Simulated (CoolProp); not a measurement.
Ethanol along the isotherm 620 K: density (kg/m³) from the reference equation and from simpler models built on Tc = 514.7 K, pc = 6.268 MPa, ω = 0.644; each cubic takes its own stable root.

Computed with CoolProp (reference Helmholtz-energy equation of state, Schroeder 2014).

```
p (MPa)          phase  reference
-------  -------------  ---------
0.0991             gas     0.8873
0.176              gas      1.578
0.313              gas      2.814
0.557              gas      5.032
0.991              gas      9.031
1.76               gas      16.29
3.13               gas      29.85
5.57               gas      56.35
9.91     supercritical      114.9
17.6     supercritical      266.8
31.3     supercritical      422.2
```

**Question.** How far does each simpler model (van der Waals, Redlich-Kwong, Peng-Robinson) lie from the reference over these 11 states: mean and median of the absolute difference, and the worst?

**Answer.** 
- van der Waals: mean 5.9 %, median 1.1 %, worst +24.9 % at 620 K and 9.91 MPa
- Redlich-Kwong: mean 4.3 %, median 2.3 %, worst +16.9 % at 620 K and 9.91 MPa
- Peng-Robinson: mean 3.7 %, median 1.6 %, worst -14.2 % at 620 K and 31.3 MPa
